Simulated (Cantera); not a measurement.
Ignition delay

Mixture: 7.52 % CH4, 4.21 % CO, 24.5 % O2, 63.7 % N2, equivalence ratio 0.70, at 0.450 bar, adiabatic and at constant pressure. Ignition delay is the time to a rise of 400 K.

Cantera simulation using GRI-Mech 3.0 (53 species, 325 reactions); the numbers are that mechanism's predictions, not measurements.

```
T0 (K)  delay (ms)
------  ----------
1025          1250
1100           308
1175          85.9
1250          27.0
1325          9.64
1400          3.93
1475          1.84
1550         0.962
1625         0.550
1700         0.335
```

```
Property                                                Result
--------------------------------------------------  ----------
apparent activation energy between 1550 and 1700 K  150 kJ/mol
```
